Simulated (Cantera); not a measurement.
Charge: 1 mol CaO, 9.1 mol O₂, at 1600 K and 10.0 mbar.

Equilibrium computed with Cantera from the NASA thermochemical tables; the gas is ideal and each condensed phase is pure. Candidate condensed phases: Ca, CaO; 6 gas species. Kinetics and transport are ignored.

Base state: O₂ 1.000, O 0.000145 (mole fractions); condensed: CaO(s).

Question: What changes in the equilibrium state with this change: temperature from 1600 K to 1848 K?

Answer: 
```json
[
 {"species": "O₂", "before": "1.000", "after": "0.998"},
 {"species": "O", "before": "0.000145", "after": "0.00189"},
 {"species": "CaO(s), mol", "before": "1.00", "after": "1.00"}
]
```
